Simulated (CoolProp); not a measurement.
Vapour-liquid equilibrium of fluoroethane (R161) (1) + R227EA (2) at 268.6 K; x and y are mole fractions of (1).

Model: multi-fluid Helmholtz-energy mixture model, Wu 2012 and Lemmon 2016; pair parameters Bell 2016, in CoolProp.

| x | bubble pressure (MPa) | y at the bubble point | dew pressure at overall composition x (MPa) | liquid density (mol/L) |
|---|---|---|---|---|
| 0.05 | 0.1655 | 0.059 | 0.1652 | 9.077 |
| 0.125 | 0.1698 | 0.164 | 0.1679 | 9.449 |
| 0.2 | 0.1774 | 0.282 | 0.1718 | 9.839 |
| 0.275 | 0.1884 | 0.401 | 0.1769 | 10.25 |
| 0.35 | 0.2025 | 0.513 | 0.1833 | 10.68 |
| 0.425 | 0.2190 | 0.613 | 0.1911 | 11.14 |
| 0.5 | 0.2375 | 0.699 | 0.2006 | 11.63 |
| 0.575 | 0.2573 | 0.770 | 0.2121 | 12.14 |
| 0.65 | 0.2778 | 0.829 | 0.2264 | 12.70 |
| 0.725 | 0.2987 | 0.878 | 0.2442 | 13.30 |
| 0.8 | 0.3196 | 0.919 | 0.2670 | 13.94 |
| 0.875 | 0.3404 | 0.953 | 0.2972 | 14.65 |
| 0.95 | 0.3611 | 0.982 | 0.3384 | 15.41 |

No azeotrope shows between x = 0.05 and 0.95.

The pair parameters rest on a limited set of measurements; away from them the model extrapolates.
